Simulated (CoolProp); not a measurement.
Vapour-liquid equilibrium of carbon dioxide (1) + n-butane (2) at 5.29 bar; x and y are mole fractions of (1).

Computed with CoolProp (multi-fluid Helmholtz-energy mixture model, Span 1996 and Bücker 2006; pair parameters Kunz 2012).

Q: Give the bubble temperature and the first vapour's composition at x = 0.05, 0.2, 0.95. Is there an azeotrope?

A: x = 0.05: 289.8 K, y = 0.634; x = 0.2: 238.8 K, y = 0.958; x = 0.95: 218.1 K, y = 0.996. No azeotrope shows between x = 0.05 and 0.95.

Pair parameters are fitted to limited data, so mixtures are less certain than the pure fluids. With so large a gap from Raoult's law the liquid may split in two, which this calculation doesn't test in full.
